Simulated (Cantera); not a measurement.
An isothermal, constant-pressure homogeneous reactor starts with NO : N₂ = 1 : 0.26 (molar parts), at 2175 K and 0.0132 atm. Integrator tolerance rtol = 1e-08.

Cantera simulation using GRI-Mech 3.0 (53 species, 325 reactions); the numbers are that mechanism's predictions, not measurements. Radical loss at walls, strong at low pressure, is not modelled.

Q: What does this change do: temperature 2175 to 1400 K?

A: 
```csv
quantity,before,after
x(NO) at 60.0 s,0.0140 (gas-phase equilibrium 0.0140),0.791 (gas-phase equilibrium 0.000875)
x(N₂O) at 60.0 s,7.79e-8 (gas-phase equilibrium 7.79e-8),0.000178 (gas-phase equilibrium 5.61e-9)
x(NO₂) at 60.0 s,2.86e-6 (gas-phase equilibrium 2.86e-6),6.24e-5 (gas-phase equilibrium 1.03e-6)
x(N₂) at 60.0 s,0.592 (gas-phase equilibrium 0.592),0.207 (gas-phase equilibrium 0.603)
x(O) at 60.0 s,0.0124 (gas-phase equilibrium 0.0124),8.14e-7 (gas-phase equilibrium 5.19e-6)
```

Q: What does this change do: temperature 2175 to 1575 K?

A: 
| quantity | before | after |
|---|---|---|
| x(NO) at 60.0 s | 0.0140 (gas-phase equilibrium 0.0140) | 0.770 (gas-phase equilibrium 0.00209) |
| x(N₂O) at 60.0 s | 7.79e-8 (gas-phase equilibrium 7.79e-8) | 0.000184 (gas-phase equilibrium 1.27e-8) |
| x(NO₂) at 60.0 s | 2.86e-6 (gas-phase equilibrium 2.86e-6) | 8.33e-5 (gas-phase equilibrium 1.42e-6) |
| x(N₂) at 60.0 s | 0.592 (gas-phase equilibrium 0.592) | 0.218 (gas-phase equilibrium 0.602) |
| x(O) at 60.0 s | 0.0124 (gas-phase equilibrium 0.0124) | 1.56e-5 (gas-phase equilibrium 5.87e-5) |
